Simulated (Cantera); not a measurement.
A Cantera script and its output.

```python
import numpy as np
import cantera as ct

gas = ct.Solution("h2o2.yaml")
gas.TPX = 1225, 13332, {'H2': 0.12, 'O2': 1, 'N2': 3.6}
inlet = ct.Reservoir(gas, clone=True)

reactor = ct.IdealGasConstPressureReactor(gas, energy="off", clone=False)
exhaust = ct.Reservoir(gas, clone=True)
tau = [11, 3.4, 1, 0.3, 0.09, 0.027, 0.008][0]
for a, b in ((inlet, reactor), (reactor, exhaust)):
    ct.MassFlowController(a, b, mdot=lambda t: reactor.mass / tau)
net = ct.ReactorNet([reactor])
show = ['H2', 'O2', 'H', 'O', 'HO2', 'H2O']

rows = []
print(f"{'tau/s':>10s}{'T/K':>9s}" + "".join(f"{s:>11s}" for s in show))
for tau in [11, 3.4, 1, 0.3, 0.09, 0.027, 0.008]:
    net.initial_time = 0.0
    net.advance(30 * tau)
    before = gas.X
    net.advance(40 * tau)
    drift = np.max(np.abs(gas.X - before) / (gas.X + 1e-9))
    rows.append([gas.T, *gas[show].X, drift])
    print(f"{tau:10.3e}{gas.T:9.1f}" + "".join(f"{x:11.3e}" for x in gas[show].X))
```

It prints:

```
     tau/s      T/K         H2         O2          H          O        HO2        H2O
 1.100e+01   1225.0  1.027e-05  2.017e-01  6.680e-07  2.918e-05  3.686e-07  2.570e-02
 3.400e+00   1225.0  2.177e-05  2.017e-01  2.165e-06  6.400e-05  6.995e-07  2.567e-02
 1.000e+00   1225.0  4.698e-05  2.016e-01  7.352e-06  1.443e-04  1.286e-06  2.561e-02
 3.000e-01   1225.0  9.832e-05  2.015e-01  2.432e-05  3.177e-04  2.178e-06  2.550e-02
 9.000e-02   1225.0  2.018e-04  2.013e-01  7.932e-05  6.847e-04  3.405e-06  2.529e-02
 2.700e-02   1225.0  4.079e-04  2.009e-01  2.511e-04  1.423e-03  4.885e-06  2.487e-02
 8.000e-03   1225.0  8.246e-04  2.002e-01  7.520e-04  2.789e-03  6.428e-06  2.401e-02
```

Computed with Cantera and the H2/O2 subset of GRI-Mech 3.0, which has no nitrogen chemistry.
